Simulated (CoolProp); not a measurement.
A Linde-Hampson liquefier for oxygen: isothermal reversible compression at 300 K from 1 atm to 30 MPa, throttling to 1 atm, return gas leaving the recuperator 10 K below the feed. Each further row changes one setting.

Computed with CoolProp (reference Helmholtz-energy equation of state, Schmidt 1985).

| case | liquid yield per pass | compression work (kJ/kg of gas) |
|---|---|---|
| as stated | 0.117 | 435 |
| high pressure 60 MPa | 0.145 | 494 |
| warm-end temperature 330 K | 0.085 | 484 |
| warm-end gap 15 K | 0.107 | 435 |

Above 300 K oxygen's equation is extrapolated.
